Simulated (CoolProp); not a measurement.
Vapour-liquid equilibrium of 1-butene (1) + n-butane (2) at 0.329 MPa; x and y are mole fractions of (1).

Model: multi-fluid Helmholtz-energy mixture model, Lemmon 2005 and Bücker 2006; pair parameters Bell 2016, in CoolProp.

Question: Give the bubble temperature and the first vapour's composition at x = 0.125, 0.425, 0.5. Is there an azeotrope?

Answer: x = 0.125: 34.1 °C, y = 0.147; x = 0.425: 31.8 °C, y = 0.472; x = 0.5: 31.3 °C, y = 0.546. No azeotrope shows between x = 0.05 and 0.95.

The pair parameters rest on a limited set of measurements; away from them the model extrapolates.
